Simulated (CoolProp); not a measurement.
Vapour-liquid equilibrium of n-butane (1) + R113 (2) at 6.09 bar; x and y are mole fractions of (1).

Computed with CoolProp (multi-fluid Helmholtz-energy mixture model, Bücker 2006 and Marx 1992; pair parameters Bell 2016).

| x | bubble temperature (K) | y at the bubble point | dew temperature at overall composition x (K) | liquid density (mol/L) |
|---|---|---|---|---|
| 0.05 | 382.5 | 0.140 | 386.0 | 7.191 |
| 0.15 | 372.8 | 0.360 | 382.0 | 7.424 |
| 0.25 | 364.8 | 0.519 | 377.8 | 7.641 |
| 0.35 | 358.0 | 0.636 | 373.3 | 7.845 |
| 0.45 | 352.3 | 0.725 | 368.4 | 8.042 |
| 0.55 | 347.5 | 0.795 | 363.1 | 8.235 |
| 0.65 | 343.2 | 0.851 | 357.2 | 8.428 |
| 0.75 | 339.4 | 0.899 | 350.6 | 8.624 |
| 0.85 | 336.0 | 0.942 | 343.3 | 8.826 |
| 0.95 | 332.8 | 0.981 | 335.3 | 9.038 |

No azeotrope shows between x = 0.05 and 0.95.

Pair parameters are fitted to limited data, so mixtures are less certain than the pure fluids.
